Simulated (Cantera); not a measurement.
A perfectly stirred reactor is fed with 88.5 % NH₃, 11.5 % H₂, at 53000 Pa; it is held at 1650 K, and followed from long to short residence time.

Model: the gas-phase N/H chemistry of the illustrative SiF4/NH3 mechanism in the Surface Chemkin manual (1991), integrated in Cantera. Walls and surfaces, which speed up NH3 decomposition in real reactors, are not modelled.

One state of this run: x NH₃ = 0.836; x H₂ = 0.151; x N₂H₄ = 1.50e-7; x N = 1.13e-8; x H = 1.01e-5; x NH = 5.40e-7. x: mole fraction; the columns are a selection and need not sum to one.

Q: Which value of τ (s) does it belong to?
A) 0.056
B) 0.24
C) 1.0
D) 0.0030

A: B, 0.24
